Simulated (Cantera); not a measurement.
A perfectly stirred reactor is fed with 84.6 % NH3, 15.2 % H2, 0.178 % N2, at 20.3 Torr; it is held at 1600 K, and followed from long to short residence time.

Computed with Cantera and the gas-phase N/H chemistry of the illustrative SiF4/NH3 mechanism in the Surface Chemkin manual (1991). Walls and surfaces, which speed up NH3 decomposition in real reactors, are not modelled.

Predict: x(NH3) at τ = 3.40 s; x(H2) at τ = 3.40 s; x(NH2) at τ = 3.40 s; x(N2) at τ = 3.40 s; x(N2H4) at τ = 3.40 s; x(NH3) at τ = 35.0 ms; x(H2) at τ = 35.0 ms; x(NH2) at τ = 35.0 ms; x(N2) at τ = 35.0 ms; x(N2H4) at τ = 35.0 ms.


| Quantity | Value |
|---|---|
| x(NH3) at τ = 3.40 s | 0.803 |
| x(H2) at τ = 3.40 s | 0.183 |
| x(NH2) at τ = 3.40 s | 0.000145 |
| x(N2) at τ = 3.40 s | 0.0132 |
| x(N2H4) at τ = 3.40 s | 1.59e-8 |
| x(NH3) at τ = 35.0 ms | 0.846 |
| x(H2) at τ = 35.0 ms | 0.152 |
| x(NH2) at τ = 35.0 ms | 6.21e-5 |
| x(N2) at τ = 35.0 ms | 0.00179 |
| x(N2H4) at τ = 35.0 ms | 2.91e-9 |
